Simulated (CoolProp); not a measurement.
Saturation properties of tetrahydrofuran.

The numbers come from the reference Helmholtz-energy equation of state, Fiedler 2023 in CoolProp.

```csv
T (K),p (MPa),vapour density (kg/m³),liquid cp (kJ/(kg K))
379.8,0.3227,7.891,2.063
387.8,0.3922,9.496,2.101
395.8,0.4726,11.35,2.140
403.8,0.5648,13.47,2.180
411.8,0.6699,15.89,2.221
419.8,0.7889,18.66,2.264
427.9,0.9249,21.85,2.310
435.9,1.076,25.43,2.358
443.9,1.244,29.50,2.410
451.9,1.431,34.14,2.465
459.9,1.638,39.43,2.527
467.9,1.867,45.48,2.596
```

It boils at 339.1 K under 1 atm.
